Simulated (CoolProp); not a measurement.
Values from CoolProp's reference Helmholtz-energy equation of state, Outcalt 1996. It is a modified Benedict-Webb-Rubin equation, recast in Helmholtz form.

### Question
For R152A, give the phase and the isothermal compressibility (1/MPa), viscosity (µPa s) at 317.3 K and 2540 kPa.

### Answer
- 317.3 K and 2540 kPa: liquid; isothermal compressibility 0.00575, viscosity 133

Viscosity comes from a separate model (Bell 2016), an estimate that may be off by 10 % or more.
